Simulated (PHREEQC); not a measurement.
PHREEQC input (ion-association model, phreeqc.dat):

```
SOLUTION 0
  temp 25
  units mmol/kgw
  pH 7 charge
  Cl 1.43
  Ba 0.71
  O(0) 1 O2(g) -0.68
SOLUTION 1-40
  temp 25
  units mmol/kgw
  pH 7 charge
  Br 6.8
  K 6.8
  Cl 52.41
  Sr 7.2
  Ca 19
  O(0) 1 O2(g) -0.68
END
EXCHANGE 1-40
  X 0.001
  -equilibrate 1
END
SELECTED_OUTPUT 1
  -reset false
  -pH true
  -pe true
  -ionic_strength true
  -water true
  -step true
  -totals Ba Br Ca Cl K Sr
  -molalities SrX2 BaX2 KX CaX2
  -saturation_indices Sylvite
PRINT
  -reset false
TRANSPORT
  -cells 40
  -shifts 160
  -lengths 0.0125
  -time_step 720
  -dispersivities 0.018
  -boundary_conditions flux flux
  -correct_disp true
  -punch_cells 40
  -punch_frequency 5
END
```

Selected output (columns that matter, 17 of 33 rows; pore volumes added in front):

```
pore volumes	pH	mu	Ba	Br	Ca	Cl	K	Sr	m_SrX2	m_BaX2	m_CaX2	si_Sylvite
0	5.0799	0.08541	0	0.0068	0.019	0.05241	0.0068	0.0072	0.00015131	0	0.00030994	-4.5674
0.2625	5.0799	0.08541	6.2179e-12	0.0068	0.019	0.05241	0.0068	0.0072	0.00015131	1.3067e-13	0.00030994	-4.5674
0.5125	5.0797	0.084793	3.841e-06	0.0067497	0.01886	0.052033	0.0067526	0.0071468	0.00015132	8.1328e-08	0.00030997	-4.573
0.7625	5.0756	0.069802	9.7173e-05	0.0055272	0.015453	0.042868	0.0055714	0.0058566	0.00015165	2.5161e-06	0.0003106	-4.7255
1.0125	5.0629	0.037783	0.00025669	0.0029142	0.0082151	0.023278	0.0030022	0.0031183	0.00015156	1.2476e-05	0.00030994	-5.2159
1.2625	5.046	0.015129	0.00029743	0.001064	0.0031536	0.0094072	0.0011458	0.0012067	0.00014785	3.6442e-05	0.00029994	-5.9766
1.5125	5.0318	0.005869	0.00027354	0.00030666	0.0011192	0.0037291	0.0003593	0.00044049	0.00013696	8.5049e-05	0.00027012	-6.8445
1.7625	5.0242	0.0030591	0.00029705	7.6125e-05	0.00048205	0.0020007	0.00010227	0.00020319	0.00011548	0.00016883	0.00021266	-7.642
2.0125	5.0216	0.002345	0.00039523	1.7151e-05	0.00025421	0.0015586	2.7236e-05	0.0001198	8.3937e-05	0.00027691	0.00013826	-8.3188
2.2625	5.0209	0.0021827	0.00051528	3.6201e-06	0.00013442	0.0014571	6.8047e-06	7.2285e-05	5.2213e-05	0.00037219	7.5367e-05	-8.9488
2.5125	5.0207	0.0021485	0.00060612	7.3035e-07	6.5735e-05	0.0014355	1.6141e-06	4.0437e-05	2.898e-05	0.0004344	3.657e-05	-9.5799
2.7625	5.0207	0.0021416	0.00065945	1.4268e-07	2.9957e-05	0.0014311	3.6868e-07	2.1016e-05	1.4932e-05	0.00046853	1.6522e-05	-10.222
3.0125	5.0207	0.0021403	0.00068675	2.7229e-08	1.2978e-05	0.0014302	8.1966e-08	1.0346e-05	7.315e-06	0.00048556	7.1227e-06	-10.876
3.2625	5.0207	0.0021401	0.00069969	5.107e-09	5.4234e-06	0.00143	1.7867e-08	4.8985e-06	3.4555e-06	0.00049357	2.9697e-06	-11.537
3.5125	5.0207	0.00214	0.00070554	9.4543e-10	2.2074e-06	0.00143	3.8376e-09	2.2533e-06	1.5879e-06	0.0004972	1.2075e-06	-12.205
3.7625	5.0207	0.00214	0.00070811	1.7329e-10	8.8063e-07	0.00143	8.1511e-10	1.0139e-06	7.1418e-07	0.0004988	4.8153e-07	-12.878
4.0125	5.0207	0.00214	0.00070921	3.1519e-11	3.4589e-07	0.00143	1.7165e-10	4.4837e-07	3.1579e-07	0.0004995	1.891e-07	-13.555
```

Complexes and solids missing from the database can't appear.
